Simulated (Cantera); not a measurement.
Input: 1 mol FeCl₃, 0.55 mol O₂, a varied amount of N₂, equilibrated at 1052 °C and 0.0310 bar.

Equilibrium computed with Cantera from the NASA thermochemical tables; the gas is ideal and each condensed phase is pure. Candidate condensed phases: Fe, FeCl₂, FeCl₃, FeO, Fe₂O₃, Fe₃O₄; 19 gas species. Equilibrium is a limit: real reactors are often held back by kinetics, nucleation or transport.

x: gas mole fraction; nothing condenses.

| n(N₂) (mol) | x N₂ | x FeCl₂ | x O₂ | x Cl₂ | x Cl |
|---|---|---|---|---|---|
| 22 | 0.914 | 0.0343 | 0.0228 | 0.0123 | 0.00972 |
| 28 | 0.930 | ___ | ___ | ___ | ___ |
| 35 | 0.943 | 0.0231 | 0.0147 | 0.00769 | 0.00769 |
| 43 | 0.953 | 0.0193 | 0.0121 | 0.00618 | 0.00689 |
| 53 | 0.961 | 0.0160 | 0.00991 | 0.00492 | 0.00615 |
| 67 | 0.968 | 0.0129 | 0.00790 | 0.00377 | 0.00539 |
| 83 | 0.974 | 0.0106 | 0.00641 | 0.00294 | 0.00475 |
| 100 | 0.978 | 0.00895 | 0.00534 | 0.00235 | 0.00425 |
| 130 | 0.983 | ___ | ___ | ___ | ___ |
| 160 | 0.986 | 0.00577 | 0.00336 | 0.00130 | 0.00316 |

**Question.** Some entries are withheld; supply them.

**Answer.** 
- 130, x FeCl₂: 0.00701
- 130, x O₂: 0.00412
- 130, x Cl₂: 0.00170
- 130, x Cl: 0.00361
- 28, x FeCl₂: 0.0280
- 28, x O₂: 0.0182
- 28, x Cl₂: 0.00967
- 28, x Cl: 0.00862
